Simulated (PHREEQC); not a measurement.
TMAH is added in steps, without added water, to 1 kg of water holding 0.009 mol Na2SeO4, 0.004 mol H2SO4 and 0.00021 mol FeCl3, at 25 °C. Oxygen alone is held at its pressure in air (log pO2 = -0.68). No CO2 enters from the air. Solids allowed: Hematite, Jarosite-Na, Halite, Mirabilite. Others were left out.

Base run: PHREEQC, ion-association model, wateq4f.dat. Each further column changes one thing. The table gives HSO4- (mol/kgw).

```
TMAH added (mol)      base  H2SO4 from 0.004 to 0.0004 mol/kgw  FeCl3 replaced by NH4Cl at the same molality  FeCl3 left out  no solid may form
----------------  --------  ----------------------------------  --------------------------------------------  --------------  -----------------
0                 0.000960                             2.23e-5                                      0.000903        0.000905           0.000871
0.0033            0.000639                            1.46e-13                                      0.000572        0.000573           0.000555
0.0066            0.000263                            5.23e-14                                      0.000184        0.000185           0.000191
0.0099            2.09e-12                            3.16e-14                                      1.57e-12        1.40e-12           2.50e-12
0.0121            7.60e-13                            2.49e-14                                      6.78e-13        6.43e-13           8.09e-13
0.0154            3.86e-13                            1.89e-14                                      3.64e-13        3.53e-13           3.99e-13
0.0187            2.58e-13                            1.51e-14                                      2.47e-13        2.42e-13           2.63e-13
0.022             1.92e-13                            1.26e-14                                      1.87e-13        1.84e-13           1.96e-13
```

(CH3)4N+ isn't in the database: it is added as a free cation with an ion size of 4 Å. In at least one series the solution becomes supersaturated in solids that the run did not let form, among them Hematite, Jarosite-Na. Solids allowed in the column 'FeCl3 replaced by NH4Cl at the same molality': Halite, Mirabilite. Solids allowed in the column 'FeCl3 left out': Mirabilite.
